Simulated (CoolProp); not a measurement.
Model: reference Helmholtz-energy equation of state, McLinden 2015, in CoolProp.

Problem. For the fluoroketone C6F12O (FK-5-1-12), give the phase and the Joule-Thomson coefficient (K/MPa), isothermal compressibility (1/MPa) at 262 K and 101 kPa; 292.8 K and 101 kPa; 354.5 K and 101 kPa.

Solution. 
- 262 K and 101 kPa: liquid; Joule-Thomson coefficient -0.308, isothermal compressibility 0.00190
- 292.8 K and 101 kPa: liquid; Joule-Thomson coefficient -0.260, isothermal compressibility 0.00283
- 354.5 K and 101 kPa: gas; Joule-Thomson coefficient 17.1, isothermal compressibility 10.4
